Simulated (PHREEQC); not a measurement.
Solution (25 °C): 140 mmol/kgw NH4HF2, 1.3 mmol/kgw (NH4)2SiF6 and 0.086 mmol/kgw H2SO4. Closed to the air; pH follows from the charge balance.

All values are PHREEQC results (ion-association model, phreeqc.dat), not measurements.

Precipitation was switched off in this run.

**Question.** What pH does the model give?

**Answer.** pH 3.04.

**Question.** In which forms is S present?

**Answer.** SO4-2 62 %, NH4SO4- 35 %, HSO4- 2.4 % of the S.

Complexes and solids missing from the database can't appear. SiF6-2 is the database's only silicon fluoride.
